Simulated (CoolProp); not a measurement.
A Linde-Hampson liquefier for ethylene: isothermal reversible compression at 320 K from 1 atm to 10 MPa, throttling to 1 atm, return gas leaving the recuperator 10 K below the feed. Each further row changes one setting.

Computed with CoolProp (reference Helmholtz-energy equation of state, Smukala 2000).

| case | liquid yield per pass | compression work (kJ/kg of gas) |
|---|---|---|
| as stated | (withheld) | 386 |
| high pressure 20 MPa | 0.403 | (withheld) |
| warm-end temperature 350 K | (withheld) | (withheld) |
| warm-end gap 15 K | (withheld) | 386 |

### Question
Fill in the missing entries.

### Answer

- as stated, liquid yield per pass: 0.304
- high pressure 20 MPa, compression work (kJ/kg of gas): 418
- warm-end temperature 350 K, liquid yield per pass: 0.182
- warm-end temperature 350 K, compression work (kJ/kg of gas): 440
- warm-end gap 15 K, liquid yield per pass: 0.296
